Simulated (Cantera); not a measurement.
Cantera run, input and output.

```python
import numpy as np
import cantera as ct

gas = ct.Solution("gri30.yaml")
gas.TPX = 350, 460000, {'CH4': 1, 'CO': 0.09, 'O2': 4.99, 'N2': 18.8, 'CO2': 0.59}
inlet = ct.Reservoir(gas, clone=True)
gas.equilibrate("HP")  # start burning
reactor = ct.IdealGasConstPressureReactor(gas, energy="on", clone=False)
exhaust = ct.Reservoir(gas, clone=True)
tau = [0.099, 0.052, 0.027, 0.014, 0.0073, 0.0038, 0.002, 0.001, 0.00053, 0.00028, 0.00014, 7.5e-05][0]
for a, b in ((inlet, reactor), (reactor, exhaust)):
    ct.MassFlowController(a, b, mdot=lambda t: reactor.mass / tau)
net = ct.ReactorNet([reactor])
show = ['CH4', 'CO', 'O2', 'NO', 'NO2', 'H2O', 'C2H2']

rows = []
print(f"{'tau/s':>10s}{'T/K':>9s}" + "".join(f"{s:>11s}" for s in show))
for tau in [0.099, 0.052, 0.027, 0.014, 0.0073, 0.0038, 0.002, 0.001, 0.00053, 0.00028, 0.00014, 7.5e-05]:
    net.initial_time = 0.0
    net.advance(30 * tau)
    before = gas.X
    net.advance(40 * tau)
    drift = np.max(np.abs(gas.X - before) / (gas.X + 1e-9))
    rows.append([gas.T, *gas[show].X, drift])
    print(f"{tau:10.3e}{gas.T:9.1f}" + "".join(f"{x:11.3e}" for x in gas[show].X))
```

Output:

```
     tau/s      T/K        CH4         CO         O2         NO        NO2        H2O       C2H2
 9.900e-02   1287.6  3.068e-04  2.566e-03  1.177e-01  4.401e-08  4.949e-08  7.781e-02  2.326e-07
 5.200e-02   1259.3  6.493e-04  5.043e-03  1.195e-01  1.938e-08  2.375e-08  7.689e-02  3.144e-07
 2.700e-02    350.0  3.926e-02  3.534e-03  1.959e-01  1.990e-29  6.984e-24  1.938e-17  3.703e-22
 1.400e-02    350.0  3.926e-02  3.534e-03  1.959e-01  6.914e-31  2.427e-25  6.735e-19  1.287e-23
 7.300e-03    350.0  3.926e-02  3.534e-03  1.959e-01  4.367e-32  1.533e-26  4.254e-20  8.127e-25
 3.800e-03    350.0  3.926e-02  3.534e-03  1.959e-01  2.759e-33  9.683e-28  2.687e-21  5.133e-26
 2.000e-03    350.0  3.926e-02  3.534e-03  1.959e-01  1.743e-34  6.116e-29  1.697e-22  3.242e-27
 1.000e-03    350.0  3.926e-02  3.534e-03  1.959e-01  1.101e-35  3.863e-30  1.072e-23  2.048e-28
 5.300e-04    350.0  3.926e-02  3.534e-03  1.959e-01  6.953e-37  2.440e-31  6.773e-25  1.294e-29
 2.800e-04    350.0  3.926e-02  3.534e-03  1.959e-01  4.392e-38  1.542e-32  4.278e-26  8.172e-31
 1.400e-04    350.0  3.926e-02  3.534e-03  1.959e-01  2.774e-39  9.737e-34  2.703e-27  5.162e-32
 7.500e-05    350.0  3.926e-02  3.534e-03  1.959e-01  1.752e-40  6.151e-35  1.710e-28  3.261e-33
```

Model: GRI-Mech 3.0 (53 species, 325 reactions), integrated in Cantera.
